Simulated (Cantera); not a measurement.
A closed system holds: 1 mol C₂H₆, 0.048 mol O₂, held at 1 atm.

These are equilibrium values from Cantera (NASA tables, ideal gas, pure condensed phases), not measurements of a reactor. Candidate condensed phases: C, C₆H₆, C₇H₈, C₈H₁₈, H₂O; 110 gas species. The numbers say what is thermodynamically allowed, not how fast it happens.

log p: log10 of the partial pressure in bar; n: condensed amount in mol.

| T (°C) | log p H₂ | log p CH₄ | log p H₂O | log p CO | log p CO₂ | log p C₂H₆ | n C(graphite) |
|---|---|---|---|---|---|---|---|
| 277 | -1.33 | -0.04 | -1.22 | -5.26 | -3.38 | -5.53 | 0.583 |
| 327 | -1.02 | -0.07 | -1.23 | -4.52 | -3.28 | -5.34 | 0.623 |
| 377 | -0.76 | -0.11 | -1.25 | -3.90 | -3.20 | -5.22 | 0.690 |
| 427 | -0.55 | -0.17 | -1.28 | -3.37 | -3.12 | -5.15 | 0.795 |
| 477 | -0.38 | -0.26 | -1.33 | -2.90 | -3.06 | -5.15 | 0.940 |
| 527 | -0.26 | -0.38 | -1.39 | -2.51 | -3.02 | -5.21 | 1.12 |
| 577 | -0.17 | -0.54 | -1.49 | -2.17 | -3.00 | -5.33 | 1.31 |
| 627 | -0.11 | -0.72 | -1.62 | -1.90 | -3.06 | -5.50 | 1.48 |
| 677 | -0.07 | … | … | … | … | … | 1.62 |
| 727 | -0.04 | … | … | … | … | … | 1.71 |
| 777 | -0.03 | -1.30 | -2.32 | -1.55 | -3.77 | -6.15 | 1.77 |
| 827 | -0.02 | -1.49 | -2.60 | -1.53 | -4.11 | -6.36 | 1.82 |

### Question
Some entries are withheld; supply them.

### Answer

- 727, log p CH₄: -1.11
- 727, log p H₂O: -2.06
- 727, log p CO: -1.61
- 727, log p CO₂: -3.46
- 727, log p C₂H₆: -5.93
- 677, log p CH₄: -0.91
- 677, log p H₂O: -1.81
- 677, log p CO: -1.72
- 677, log p CO₂: -3.21
- 677, log p C₂H₆: -5.71
